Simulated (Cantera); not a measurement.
Ignition delay

Mixture: 2.47 % CO, 0.151 % H2, 3.46 % CH4, 16.5 % O2, 77.4 % N2, at 100000 Pa, adiabatic and at constant volume. Ignition delay is the time to a rise of 400 K.

Computed with Cantera and GRI-Mech 3.0 (53 species, 325 reactions). Below about 1000 K GRI-Mech 3.0 lacks low-temperature oxidation paths. Below about 950 K walls govern HO2 and H2O2 in real vessels.

| T0 (K) | delay (ms) |
|---|---|
| 925 | 1100 |
| 975 | 515 |
| 1025 | 256 |
| 1075 | 126 |
| 1125 | 62.3 |
| 1175 | 31.1 |
| 1225 | 15.8 |
| 1275 | 8.34 |

| Property | Value |
|---|---|
| apparent activation energy between 1175 and 1275 K | 160 kJ/mol |
